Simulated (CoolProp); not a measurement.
2000 sccm (0 °C, 1 atm) of nitrogen bubbles through liquid water at 320.7 K and leaves saturated at a total pressure of 0.0232 MPa (ideal gas phase). Each further row changes one setting.

Model: reference Helmholtz-energy equation of state, Wagner 2002, in CoolProp.

```tsv
case	vapour pressure (kPa)	mole fraction of vapour	delivery (mg/min)	delivery (sccm)	change of delivery for a bath 1 K warmer (%)
as stated	10.9	___	___	___	10
bath temperature 325.7 K	14.0	___	2450	___	14
total pressure 0.0464 MPa	10.9	0.235	___	___	___
```

Question: Some entries are withheld; supply them.

Answer: 
- as stated, mole fraction of vapour: 0.471
- as stated, delivery (mg/min): 1430
- as stated, delivery (sccm): 1780
- bath temperature 325.7 K, mole fraction of vapour: 0.604
- bath temperature 325.7 K, delivery (sccm): 3040
- total pressure 0.0464 MPa, delivery (mg/min): 495
- total pressure 0.0464 MPa, delivery (sccm): 616
- total pressure 0.0464 MPa, change of delivery for a bath 1 K warmer (%): 6.9
